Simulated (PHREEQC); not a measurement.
A solution holds 1.3 mol MgCl2, 0.015 mol BaCl2 and 0.69 mol LiCl per kg of water, at 25 °C. Closed to the air; pH follows from the charge balance.

Model: Pitzer model, pitzer.dat, run in PHREEQC.

The ionic strength comes out as 4.63 mol/kgw. The activity of water comes out as 0.878, the density comes out as 1.106 g/cm³ and the osmotic coefficient comes out as 1.355.

```
species  molality  activity   log γ
-------  --------  --------  ------
Cl-          3.32      1.95  -0.232
Mg+2         1.30      2.17   0.222
Li+         0.690      1.58   0.360
Ba+2       0.0150    0.0132  -0.055
H+        8.97e-7   2.94e-6   0.516
MgOH+     8.62e-7   1.00e-6   0.066
OH-       3.49e-8   3.02e-9  -1.063
```

No solid was allowed to form.
